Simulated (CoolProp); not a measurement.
A Linde-Hampson liquefier for oxygen: isothermal reversible compression at 280 K from 1 atm to 20 MPa, throttling to 1 atm, return gas leaving the recuperator 10 K below the feed. Each further row changes one setting.

The numbers come from the reference Helmholtz-energy equation of state, Schmidt 1985 in CoolProp.

```csv
case,liquid yield per pass,compression work (kJ/kg of gas)
as stated,0.107,375
high pressure 40 MPa,0.165,423
warm-end temperature 310 K,0.075,420
warm-end gap 15 K,0.096,375
```

Above 300 K oxygen's equation is extrapolated.
